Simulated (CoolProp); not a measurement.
n-perfluorohexane along the isobar 5.86 bar: fugacity coefficient from the reference equation and from simpler models built on Tc = 174.9 °C, pc = 17.42 bar, ω = 0.497; each cubic takes its own stable root.

The numbers come from the reference Helmholtz-energy equation of state, Gao 2022 in CoolProp.

```json
[
 {"T (°C)": "103.85", "phase": "liquid", "reference": "0.5801", "Soave-Redlich-Kwong": "0.5930", "Peng-Robinson": "0.5806"},
 {"T (°C)": "109.05", "phase": "liquid", "reference": "0.6468", "Soave-Redlich-Kwong": "0.6615", "Peng-Robinson": "0.6472"},
 {"T (°C)": "114.25", "phase": "liquid", "reference": "0.7176", "Soave-Redlich-Kwong": "0.7340", "Peng-Robinson": "0.7178"},
 {"T (°C)": "119.45", "phase": "liquid", "reference": "0.7925", "Soave-Redlich-Kwong": "0.8105", "Peng-Robinson": "0.7923"},
 {"T (°C)": "124.75", "phase": "gas", "reference": "0.8219", "Soave-Redlich-Kwong": "0.8263", "Peng-Robinson": "0.8147"},
 {"T (°C)": "129.95", "phase": "gas", "reference": "0.8301", "Soave-Redlich-Kwong": "0.8341", "Peng-Robinson": "0.8226"},
 {"T (°C)": "135.15", "phase": "gas", "reference": "0.8378", "Soave-Redlich-Kwong": "0.8416", "Peng-Robinson": "0.8300"},
 {"T (°C)": "140.35", "phase": "gas", "reference": "0.8451", "Soave-Redlich-Kwong": "0.8486", "Peng-Robinson": "0.8371"},
 {"T (°C)": "145.55", "phase": "gas", "reference": "0.8519", "Soave-Redlich-Kwong": "0.8554", "Peng-Robinson": "0.8439"},
 {"T (°C)": "150.75", "phase": "gas", "reference": "0.8583", "Soave-Redlich-Kwong": "0.8617", "Peng-Robinson": "0.8503"},
 {"T (°C)": "155.95", "phase": "gas", "reference": "0.8644", "Soave-Redlich-Kwong": "0.8678", "Peng-Robinson": "0.8564"},
 {"T (°C)": "161.25", "phase": "gas", "reference": "0.8702", "Soave-Redlich-Kwong": "0.8737", "Peng-Robinson": "0.8623"},
 {"T (°C)": "166.45", "phase": "gas", "reference": "0.8757", "Soave-Redlich-Kwong": "0.8792", "Peng-Robinson": "0.8679"},
 {"T (°C)": "171.65", "phase": "gas", "reference": "0.8808", "Soave-Redlich-Kwong": "0.8844", "Peng-Robinson": "0.8732"},
 {"T (°C)": "176.85", "phase": "gas", "reference": "0.8857", "Soave-Redlich-Kwong": "0.8894", "Peng-Robinson": "0.8783"}
]
```
